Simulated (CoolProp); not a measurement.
Vapour-liquid equilibrium of R22 (1) + R115 (2) at 168 kPa; x and y are mole fractions of (1).

Values from CoolProp's multi-fluid Helmholtz-energy mixture model, Kamei 1995 and Lemmon 2016; pair parameters Bell 2016.

| x | bubble temperature (°C) | y at the bubble point | dew temperature at overall composition x (°C) | liquid density (mol/L) |
|---|---|---|---|---|
| 0.05 | -29.4 | 0.122 | -28.1 | 9.962 |
| 0.15 | -31.8 | 0.263 | -29.9 | 10.40 |
| 0.25 | -32.9 | 0.345 | -31.6 | 10.86 |
| 0.35 | -33.4 | 0.406 | -32.9 | 11.36 |
| 0.45 | -33.6 | 0.461 | -33.6 | ___ |
| 0.55 | -33.5 | 0.520 | -33.4 | 12.50 |
| 0.65 | -33.2 | ___ | -32.8 | 13.15 |
| 0.75 | -32.5 | ___ | -31.9 | 13.85 |
| 0.85 | -31.5 | 0.785 | -30.9 | 14.62 |
| 0.95 | -30.2 | 0.921 | -29.9 | 15.46 |

Task: Fill in the missing entries.

Result: 
- 0.45, liquid density (mol/L): 11.90
- 0.65, y at the bubble point: 0.590
- 0.75, y at the bubble point: 0.676

y crosses x between x = 0.45 and 0.55: the model has an azeotrope there.

Pair parameters are fitted to limited data, so mixtures are less certain than the pure fluids.
